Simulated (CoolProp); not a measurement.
C2F6 (R116) along the isotherm 257.3 K: fugacity coefficient from the reference equation and from simpler models built on Tc = 293.0 K, pc = 30.48 bar, ω = 0.257; each cubic takes its own stable root.

Values from CoolProp's reference Helmholtz-energy equation of state, Lemmon 2006. It is a short technical equation, of lower accuracy than the large ones.

```tsv
p (bar)	phase	reference
0.0482	gas	0.9992
0.0813	gas	0.9986
0.137	gas	0.9977
0.232	gas	0.9961
0.391	gas	0.9934
0.66	gas	0.9889
1.11	gas	0.9813
1.88	gas	0.9684
3.17	gas	0.9467
5.35	gas	0.9102
9.03	gas	0.8481
15.2	liquid	0.6343
```

Task: How far does each simpler model (van der Waals, Redlich-Kwong, Soave-Redlich-Kwong, Peng-Robinson) lie from the reference over these 12 states: mean and median of the absolute difference, and the worst?

Result: 
- van der Waals: mean 2.9 %, median 0.3 %, worst +25.7 % at 257.3 K and 15.2 bar
- Redlich-Kwong: mean 1.3 %, median 0.1 %, worst +13.8 % at 257.3 K and 15.2 bar
- Soave-Redlich-Kwong: mean 0.1 %, median 0.0 %, worst +1.4 % at 257.3 K and 15.2 bar
- Peng-Robinson: mean 0.4 %, median 0.1 %, worst -1.3 % at 257.3 K and 15.2 bar

At some of these states van der Waals gives the other phase, because its saturation line lies elsewhere.
